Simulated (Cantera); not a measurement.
A perfectly stirred reactor is fed with 7.66 % CH4, 19.4 % O2, 73.0 % N2, equivalence ratio 0.79, at 5.50 bar; it is adiabatic with a 725 K inlet, and is followed from long to short residence time, starting on the burning branch (τ in s: 0.25, 0.061, 0.015, 0.0036, 0.00087, 0.00021, 5.1e-05, 1.3e-05, 3e-06).

Model: GRI-Mech 3.0 (53 species, 325 reactions), integrated in Cantera.

x: mole fraction; the columns are a selection and need not sum to one.

```csv
τ (s),T (K),x CH4,x O2,x HO2,x CO2,x H2O2
0.25,2283,2.40e-7,0.0380,4.04e-6,0.0747,2.92e-7
0.061,2286,9.53e-7,0.0389,4.17e-6,0.0747,2.98e-7
0.015,2287,3.67e-6,0.0399,4.39e-6,0.0745,3.08e-7
0.0036,2282,1.36e-5,0.0407,4.89e-6,0.0738,3.26e-7
0.00087,2259,4.33e-5,0.0418,6.59e-6,0.0717,___
0.00021,2204,0.000124,0.0442,1.22e-5,0.0669,___
5.1e-5,2104,0.000389,0.0493,2.84e-5,0.0577,___
1.3e-5,725,0.0766,0.194,<1e-12,<1e-12,<1e-12
3.0e-6,725,0.0766,0.194,<1e-12,<1e-12,<1e-12
```

### Question
Some entries are withheld; supply them.

### Answer

- 0.00087, x H2O2: 3.83e-7
- 0.00021, x H2O2: 5.38e-7
- 5.1e-5, x H2O2: 8.52e-7
